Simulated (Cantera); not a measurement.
Input: 1 mol CCl4, 8.2 mol H2, at 0.00133 bar.

Cantera equilibrium calculation (NASA polynomials, part measured and part estimated; ideal gas, pure solids and liquids). Candidate condensed phases: C, C6H6, C7H8, C8H18; 91 gas species. Kinetics and transport are ignored.

Question: At 1327 °C, list the 4 most abundant gas species with their mole fractions, and the condensed phases.

Answer: H2 0.607, HCl 0.391, H 0.00116, Cl 0.000591. Condensed: C(graphite).
